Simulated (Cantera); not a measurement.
Feed: 1 mol SO₂, 0.27 mol O₂, at 0.220 bar.

Equilibrium computed with Cantera from the NASA thermochemical tables; the gas is ideal and each condensed phase is pure. Candidate condensed phases: S; 10 gas species. Equilibrium is a limit: real reactors are often held back by kinetics, nucleation or transport.

**Question.** At 2873 K, list the 7 most abundant gas species with their mole fractions, and the condensed phases.

**Answer.** SO₂ 0.609, O₂ 0.213, SO 0.103, O 0.0708, S 0.00378, SO₃ 0.000138, S₂ 0.000107. Condensed: gas only.
